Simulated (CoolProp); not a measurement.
Vapour-liquid equilibrium of carbon dioxide (1) + R125 (2) at 237.3 K; x and y are mole fractions of (1).

The numbers come from the multi-fluid Helmholtz-energy mixture model, Span 1996 and Lemmon 2005; pair parameters Bell 2016 in CoolProp.

Give the bubble pressure and the first vapour's composition at x = 0.15, 0.75, 0.95. Is there an azeotrope?

x = 0.15: 367.6 kPa, y = 0.562; x = 0.75: 947.4 kPa, y = 0.926; x = 0.95: 1120 kPa, y = 0.984. No azeotrope shows between x = 0.05 and 0.95.

Pair parameters are fitted to limited data, so mixtures are less certain than the pure fluids.
